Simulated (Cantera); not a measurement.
Mixture: CH4 : O2 : N2 = 1 : 2 : 7.52 (molar parts), equivalence ratio 1.0, at 5.40 bar, adiabatic and at constant pressure. Ignition delay is the time to a rise of 400 K.

Computed with Cantera and GRI-Mech 3.0 (53 species, 325 reactions).

Problem. What does this change do: pressure from 5.40 bar to 8.20 bar?

Solution. 
```tsv
quantity	before	after
delay at 1000 K	0.166 s	0.103 s
delay at 1150 K	17.8 ms	11.2 ms
delay at 1300 K	2.71 ms	1.79 ms
delay at 1450 K	0.522 ms	0.363 ms
apparent activation energy between 1375 and 1525 K	180 kJ/mol	170 kJ/mol
```
